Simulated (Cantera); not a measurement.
Charge: 1 mol MgO, 0.019 mol Br2, 2.9 mol O2, at 13.3 mbar.

Equilibrium computed with Cantera from the NASA thermochemical tables; the gas is ideal and each condensed phase is pure. Candidate condensed phases: Br2, Mg, MgBr2, MgO; 10 gas species. Kinetics and transport are ignored.

### Question
At 1748 K, list the 3 most abundant gas species with their mole fractions, and the condensed phases.

### Answer
O2 0.986, Br 0.0129, O 0.000631. Condensed: MgO(s).
